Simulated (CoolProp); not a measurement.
Vapour-liquid equilibrium of carbon dioxide (1) + CH3F (R41) (2) at 0.931 MPa; x and y are mole fractions of (1).

Values from CoolProp's multi-fluid Helmholtz-energy mixture model, Span 1996 and Lemmon 2006; pair parameters Bell 2016.

Task: Give the bubble temperature and the first vapour's composition at x = 0.05, 0.65, 0.95. Is there an azeotrope?

Result: x = 0.05: -27.3 °C, y = 0.076; x = 0.65: -37.0 °C, y = 0.748; x = 0.95: -41.4 °C, y = 0.971. No azeotrope shows between x = 0.05 and 0.95.

Pair parameters are fitted to limited data, so mixtures are less certain than the pure fluids.
